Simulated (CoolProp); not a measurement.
Vapour pressure (bar) of nitrogen: the reference equation beside estimates from Tc = 126.2 K, pc = 33.96 bar, ω = 0.037. Clausius-Clapeyron is anchored at 97.6 K with a constant enthalpy of vaporisation of 4.655 kJ/mol.

The numbers come from the reference Helmholtz-energy equation of state, Span 2000 in CoolProp.

```tsv
T (K)	reference	Lee-Kesler	Clausius-Clapeyron	Redlich-Kwong	Soave-Redlich-Kwong	Peng-Robinson
97.6	6.564	6.568	6.564	6.535	6.611	6.582
100.1	7.837	7.839	7.575	7.860	7.905	7.860
102.5	9.218	9.217	8.634	9.296	9.310	9.249
104.9	10.76	10.76	9.784	10.90	10.88	10.81
107.3	12.49	12.48	11.02	12.69	12.64	12.54
109.7	14.40	14.38	12.36	14.66	14.58	14.47
112.1	16.52	16.49	13.78	16.83	16.73	16.61
114.5	18.86	18.82	15.31	19.21	19.09	18.96
116.9	21.42	21.39	16.92	21.80	21.67	21.54
119.3	24.24	24.21	18.63	24.60	24.48	24.37
121.7	27.32	27.31	20.44	27.64	27.54	27.45
124.1	30.71	30.71	22.34	30.91	30.85	30.81
```

Absolute difference from the reference over all 12 rows, mean and median: Lee-Kesler 0.1 and 0.1 %, Clausius-Clapeyron 14.7 and 15.4 %, Redlich-Kwong 1.3 and 1.4 %, Soave-Redlich-Kwong 1.0 and 1.1 %, Peng-Robinson 0.4 and 0.5 %.
